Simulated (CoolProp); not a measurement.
Ethylene along the isotherm 314.8 K: density (kg/m³) from the reference equation and from simpler models built on Tc = 282.4 K, pc = 5042 kPa, ω = 0.087; each cubic takes its own stable root.

Model: reference Helmholtz-energy equation of state, Smukala 2000, in CoolProp.

```
p (kPa)          phase  reference
-------  -------------  ---------
159                gas      1.717
241                gas      2.613
363                gas      3.960
547                gas      6.022
826                gas      9.225
1250               gas      14.28
1880               gas      22.26
2840               gas      35.71
4280               gas      59.96
6450     supercritical      113.4
9730     supercritical      248.5
14700    supercritical      334.0
22200    supercritical      382.4
33400    supercritical      421.0
50400    supercritical      456.8
```

Question: How far does each simpler model (ideal gas, van der Waals, Peng-Robinson) lie from the reference over these 15 states: mean and median of the absolute difference, and the worst?

Answer: 
- ideal gas: mean 19.0 %, median 14.8 %, worst -58.0 % at 314.8 K and 9730 kPa
- van der Waals: mean 6.7 %, median 0.4 %, worst -22.6 % at 314.8 K and 50400 kPa
- Peng-Robinson: mean 2.4 %, median 1.4 %, worst +8.8 % at 314.8 K and 50400 kPa
